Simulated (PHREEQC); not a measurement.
Model water analysis in mmol/kgw, 25 °C, pH 6.62, pe 8.3: Na 0.000861; K 2.15e-05; Ca 0.000535; Mg 9.82e-05; Cl 0.00123; S(6) 0.000278; Alkalinity (meq/kgw) 0.000378; Pb 3.53e-05.

Valence states are taken as typed.

Computed with PHREEQC (ion-association model, wateq4f.dat).

| quantity | before | after |
|---|---|---|
| ionic strength (mol/kgw) | 3.37e-6 | 5.54e-6 |
| HCO3- (mol/kgw) | 5.74e-7 | 2.78e-6 |
| CO2 (mol/kgw) | 3.09e-7 | 1.49e-5 |
| Pb+2 (mol/kgw) | 3.26e-8 | 3.49e-8 |
| PbOH+ (mol/kgw) | 2.63e-9 | 2.81e-10 |
| CO3-2 (mol/kgw) | 1.13e-10 | 5.48e-11 |
| SI of Pb(OH)2 (Pb(OH)2) | -2.40 | -4.37 |
| SI of Anglesite (PbSO4) | -6.26 | -6.23 |

Task: Name the change that produced these shifts.
A) temperature from 25 to 65 °C at the same typed pH
B) pH from 6.62 to 7.12 at the same alkalinity
C) pH from 6.62 to 5.62 at the same alkalinity
D) Cl from 0.00123 to 0.00369 mmol/kgw

Result: C, pH from 6.62 to 5.62 at the same alkalinity

Precipitation was switched off in this run.
